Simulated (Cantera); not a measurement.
An adiabatic, constant-pressure homogeneous reactor starts with 5.95 % CO, 6.54 % H2, 18.4 % O2, 69.0 % N2, 0.149 % H2O, equivalence ratio 0.34, at 1275 K and 2000000 Pa.

Cantera simulation using GRI-Mech 3.0 (53 species, 325 reactions); the numbers are that mechanism's predictions, not measurements. The hydrogen kinetics of GRI-Mech 3.0 are dated; newer H2 mechanisms differ, most at raised pressure. The pressure lies above the range GRI-Mech 3.0 was tuned for (to about 10 atm).

One state of this run: T (K) = 2190; x CO = 0.000222; x H2 = 4.72e-5; x O2 = 0.129; x H2O = 0.0704; x HO2 = 7.02e-6; x NO = 2.76e-5. x: mole fraction; the columns are a selection and need not sum to one.

Problem. Which value of t (s) does it belong to?
(A) 2.12e-5
(B) 3.00e-6
(C) 7.98e-6
(D) 0.000150

Solution. D, 0.000150
